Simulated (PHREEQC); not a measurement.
Brackish or sea water: speciation

Model water analysis in mg/kgw, 40 °C, pH 6.58:

```json
[
 {"constituent": "Na", "mg/kgw": "10800"},
 {"constituent": "K", "mg/kgw": "4410"},
 {"constituent": "Ca", "mg/kgw": "93.9"},
 {"constituent": "Mg", "mg/kgw": "494"},
 {"constituent": "Cl", "mg/kgw": "21100"},
 {"constituent": "S(6) as SO4", "mg/kgw": "1260"},
 {"constituent": "Alkalinity as HCO3", "mg/kgw": "4.49e-05"}
]
```

Valence states are taken as typed.

All values are PHREEQC results (Pitzer model, pitzer.dat), not measurements.

Each row changes one thing in this solution. No solid was allowed to form.

```csv
case,HCO3- (mol/kgw),MgOH+ (mol/kgw),HSO4- (mol/kgw),CO2 (mol/kgw),CO3-2 (mol/kgw),MgCO3 (mol/kgw),SI of Gypsum (CaSO4:2H2O),SI of Halite (NaCl)
as made,1.22e-7,9.61e-8,7.65e-8,3.52e-8,1.58e-10,8.41e-11,-1.59,-2.52
Alkalinity from 4.49e-05 to 8.98e-05 mg/kgw,1.22e-7,9.61e-8,7.65e-8,3.54e-8,1.59e-10,8.46e-11,-1.59,-2.52
pH from 6.58 to 6.28 at the same alkalinity,6.67e-7,4.82e-8,1.53e-7,3.85e-7,4.33e-10,2.31e-10,-1.59,-2.52
temperature from 40 to 45 °C at the same typed pH,2.14e-8,1.40e-7,8.83e-8,6.02e-9,2.95e-11,1.64e-11,-1.59,-2.52
```

Complexes and solids missing from the database can't appear. Constants without temperature data keep their 25 °C values here.
